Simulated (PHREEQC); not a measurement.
Metal-bearing waste water: speciation

Consider water at 25 °C with 1.4 mmol/kgw CdCl2, 62 mmol/kgw CaCl2, 0.055 mmol/kgw HCl and 0.17 mmol/kgw NaCl. Closed to the air; pH follows from the charge balance.

The numbers come from PHREEQC with the ion-association model, wateq4f.dat.

```yaml
pH: 4.36
ionic_strength: 0.188 mol/kgw
total_alkalinity: -0.0550 meq/kg
```

```json
[
 {"species": "Cl-", "molality": "0.126", "activity": "0.0900", "log γ": "-0.145"},
 {"species": "Ca+2", "molality": "0.0620", "activity": "0.0203", "log γ": "-0.486"},
 {"species": "CdCl+", "molality": "0.000893", "activity": "0.000669", "log γ": "-0.125"},
 {"species": "Cd+2", "molality": "0.000247", "activity": "7.78e-5", "log γ": "-0.502"},
 {"species": "CdCl2", "molality": "0.000240", "activity": "0.000251", "log γ": "0.019"},
 {"species": "Na+", "molality": "0.000170", "activity": "0.000127", "log γ": "-0.127"},
 {"species": "H+", "molality": "5.50e-5", "activity": "4.40e-5", "log γ": "-0.097"},
 {"species": "CdCl3-", "molality": "1.90e-5", "activity": "1.43e-5", "log γ": "-0.125"},
 {"species": "CdOHCl", "molality": "6.00e-9", "activity": "6.26e-9", "log γ": "0.019"}
]
```

Precipitation was switched off in this run.
